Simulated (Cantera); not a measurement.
Input (Python, Cantera) and output of one run.

```python
import numpy as np
import cantera as ct

gas_names = """
    H HO2 H2 H2O H2O2 O OH O2 O3 Ti TiO TiO2
""".split()
cond_names = """
    H2O(s) H2O(L) Ti(a) Ti(b) Ti(L) TiO(a) TiO(b) TiO(L) TiO2(ru) TiO2(L) Ti2O3(a) Ti2O3(b) Ti2O3(L)
    Ti3O5(a) Ti3O5(b) Ti3O5(L) Ti4O7(s) Ti4O7(L)
""".split()


# ... load() reads the species with a 1 bar reference pressure and builds the phases ...
atoms = {
    'TiO2': {'Ti': 1, 'O': 2},
    'H2': {'H': 2},
    'H2O': {'H': 2, 'O': 1},
}
top_T = {}  # K; cautious upper limits of use, not melting points


# ... equilibrate(T, P, feed) seeds the gas with the atoms and calls Mixture.equilibrate('TP', solver="vcs", rtol=1e-11, max_steps=5000) ...
results = []
feed = {'TiO2': 1, 'H2': 700, 'H2O': 0.065}  # mol
P = 15  # Pa
for T in [1025, 1175, 1325, 1475, 1625, 1775, 1925]:
    mix = equilibrate(T, P, feed)
    results.append((T, P, feed, dict(zip(mix.species_names, mix.species_moles))))
    x = sorted(zip(gas.X, gas.species_names), reverse=True)
    print(f"T = {T:g} K  P = {P:g} Pa  gas = {mix.phase_moles(0):.4g} mol")
    print("   x: " + "  ".join(f"{s} {v:.3e}" for v, s in x if v > 0.0001))
    print("   condensed (mol): " + ("  ".join(f"{mix.phase(i).name} {mix.phase_moles(i):.4g}"
          for i in range(1, mix.n_phases) if mix.phase_moles(i) > 1e-12) or "none"))
```

It prints:

```
T = 1025 K  P = 15 Pa  gas = 700.1 mol
   x: H2 9.999e-01  H2O 1.091e-04
   condensed (mol): TiO2(ru) 0.9544  Ti4O7(s) 0.01141
T = 1175 K  P = 15 Pa  gas = 700.1 mol
   x: H2 9.995e-01  H2O 4.500e-04
   condensed (mol): Ti4O7(s) 0.25
T = 1325 K  P = 15 Pa  gas = 700.1 mol
   x: H2 9.993e-01  H2O 5.690e-04  H 1.335e-04
   condensed (mol): Ti3O5(b) 0.3333
T = 1475 K  P = 15 Pa  gas = 700.4 mol
   x: H2 9.984e-01  H 1.058e-03  H2O 5.687e-04
   condensed (mol): Ti3O5(b) 0.3333
T = 1625 K  P = 15 Pa  gas = 702.1 mol
   x: H2 9.936e-01  H 5.742e-03  H2O 6.983e-04
   condensed (mol): Ti2O3(b) 0.2756  Ti3O5(b) 0.1495
T = 1775 K  P = 15 Pa  gas = 708.4 mol
   x: H2 9.758e-01  H 2.334e-02  H2O 8.054e-04
   condensed (mol): Ti2O3(b) 0.4917
T = 1925 K  P = 15 Pa  gas = 727.8 mol
   x: H2 9.234e-01  H 7.501e-02  H2O 1.022e-03  TiO 5.437e-04
   condensed (mol): Ti2O3(b) 0.2788
```

Equilibrium computed with Cantera from the NASA thermochemical tables; the gas is ideal and each condensed phase is pure. Mutual solubility and eutectic melting of coexisting phases are not modelled. Condensed phases not in the tables: Magnéli phases beyond Ti4O7.
